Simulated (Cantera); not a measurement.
A closed system holds: 1 mol C3H6, 0.25 mol O2, 4.2 mol N2, equilibrated at 14.0 Pa.

These are equilibrium values from Cantera (NASA tables, ideal gas, pure condensed phases), not measurements of a reactor. Candidate condensed phases: C, C6H6, C7H8, C8H18, H2O; 136 gas species. Kinetics and transport are ignored.

log p: log10 of the partial pressure in bar; n: condensed amount in mol.

```csv
T (K),log p N2,log p H,log p H2,log p CO,log p HCN,n C(graphite)
698,-4.12,-15.78,-4.26,-5.08,-12.50,2.53
848,-4.12,-12.85,-4.26,-5.04,-10.72,2.50
998,-4.12,-10.80,-4.26,-5.04,-9.49,2.50
1148,-4.12,-9.28,-4.26,-5.04,-8.58,2.50
1298,-4.12,-8.10,-4.26,-5.04,-7.88,2.50
1448,-4.12,-7.17,-4.26,-5.04,-7.33,2.50
1598,-4.12,___,-4.27,-5.04,___,2.49
1748,-4.12,-5.78,-4.27,-5.04,-6.52,2.48
1898,-4.13,-5.26,-4.30,-5.05,-6.23,2.46
2048,-4.14,-4.83,-4.36,-5.06,-6.00,2.43
2198,-4.17,___,___,-5.09,___,2.39
2348,-4.21,-4.29,-4.76,-5.13,-5.81,2.35
2498,-4.25,-4.18,-5.15,-5.16,-5.85,2.19
```

Complete the blanks.


- 2198, log p H: -4.50
- 2198, log p H2: -4.50
- 2198, log p HCN: -5.86
- 1598, log p H: -6.41
- 1598, log p HCN: -6.89
